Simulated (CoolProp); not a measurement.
Vapour-liquid equilibrium of carbonyl sulfide (1) + propane (2) at 0.0472 MPa; x and y are mole fractions of (1).

Values from CoolProp's multi-fluid Helmholtz-energy mixture model, Lemmon 2006 and Lemmon 2009; pair parameters Bell 2016.

```tsv
x	bubble temperature (°C)	y at the bubble point	dew temperature at overall composition x (°C)	liquid density (mol/L)
0.05	-58.8	0.082	-58.5	13.82
0.2	-60.4	0.280	-59.7	14.58
0.35	-61.5	0.440	-60.9	15.41
0.5	-62.5	0.583	-62.0	16.31
0.65	-63.4	0.719	-63.0	17.31
0.8	-64.2	0.847	-63.9	18.41
0.95	-65.1	0.964	-65.0	19.64
```

No azeotrope shows between x = 0.05 and 0.95.

The pair parameters rest on a limited set of measurements; away from them the model extrapolates.
